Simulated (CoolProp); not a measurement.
Computed with CoolProp (reference Helmholtz-energy equation of state, Rui 2013).

**Question.** Give the vapour pressure (MPa), liquid density (kg/m³), vapour density (kg/m³), enthalpy of vaporisation (kJ/kg) of saturated R236EA at 368.4 K.

**Answer.** 
```
T (K)  p (MPa)  liquid density (kg/m³)  vapour density (kg/m³)  enthalpy of vaporisation (kJ/kg)
-----  -------  ----------------------  ----------------------  --------------------------------
368.4     1.42                    1150                    98.1                               107
```
